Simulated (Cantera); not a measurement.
Mixture: CH4 : CO : O2 : N2 : C2H6 = 1 : 1.1 : 2.55 : 9.59 : 0.032 (molar parts), at 37.0 bar, adiabatic and at constant pressure. Ignition delay is the time to a rise of 400 K.

Cantera simulation using GRI-Mech 3.0 (53 species, 325 reactions); the numbers are that mechanism's predictions, not measurements. The pressure lies above the range GRI-Mech 3.0 was tuned for (to about 10 atm).

### Question
Predict: delay at 1123 K; delay at 1223 K; delay at 1323 K; delay at 1423 K; delay at 1523 K; delay at 1623 K; apparent activation energy between 1423 and 1623 K.

### Answer
delay at 1123 K: 5.08 ms
delay at 1223 K: 1.18 ms
delay at 1323 K: 0.331 ms
delay at 1423 K: 0.107 ms
delay at 1523 K: 39.5 µs
delay at 1623 K: 16.2 µs
apparent activation energy between 1423 and 1623 K: 180 kJ/mol
